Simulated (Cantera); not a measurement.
Standard-state values (1 bar) from the NASA 1993 polynomials, evaluated with Cantera. Values are per mole of reaction as written; species without (g) are pure solids or liquids, kept so even where they would boil at 1 bar. TaC: taken at fixed stoichiometry.

C2H6(g) + 2 Ta → 6 H(g) + 2 TaC

```csv
T (K),ΔH° (kJ),ΔS° (J/K),ΔG° (kJ),log10 K
450,1117.6,498.9,893.1,-103.67
500,…,…,…,…
550,…,…,…,…
600,1129.8,522.3,816.4,-71.07
650,1133.4,528.1,790.1,-63.50
700,1136.9,533.2,763.6,-56.98
750,1140.1,537.7,736.8,-51.32
800,1143.2,541.7,709.8,-46.35
850,1146.1,545.2,682.7,-41.95
```

**Question.** What belongs in the gaps?

**Answer.** 
- 500, ΔH° (kJ): 1121.9
- 500, ΔS° (J/K): 507.8
- 500, ΔG° (kJ): 867.9
- 500, log10 K: -90.67
- 550, ΔH° (kJ): 1125.9
- 550, ΔS° (J/K): 515.6
- 550, ΔG° (kJ): 842.4
- 550, log10 K: -80.00
